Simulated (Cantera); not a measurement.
Thermodynamics of abatement and gas-phase synthesis, feed HI + H2 + O2

A closed system holds: 1 mol HI, 0.12 mol H2, 0.96 mol O2, equilibrated at 2150 °C and 93.0 bar.

Method: chemical equilibrium by Gibbs-energy minimisation in Cantera with the NASA 1993 tables (ideal gas, pure condensed phases). Candidate condensed phases: H2O, I2; 12 gas species. The ideal-gas law is rough above about 30 bar. Kinetics and transport are ignored.

```json
{
  "x(I)": "0.337",
  "x(O2)": "0.304",
  "x(H2O)": "0.280",
  "x(I2)": "0.0590",
  "x(HI)": "0.0116",
  "x(OH)": "0.00667",
  "x(O)": "0.000561",
  "x(H2)": "0.000213",
  "x(HO2)": "8.01e-5",
  "gas_amount": "2.142 mol",
  "log10 activity of I2(l) (absent)": "-1.29"
}
```
